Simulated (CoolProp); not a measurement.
Model: reference Helmholtz-energy equation of state, Bücker 2006, in CoolProp.

Give the vapour pressure (bar), surface tension (mN/m), vapour viscosity (µPa s) of saturated n-butane at 91.05 °C.


```csv
T (°C),p (bar),surface tension (mN/m),vapour viscosity (µPa s)
91.05,12.8,4.91,9.56
```

Viscosity comes from a separate model (Vogel 1999). Surface tension comes from a separate correlation (Mulero 2012).
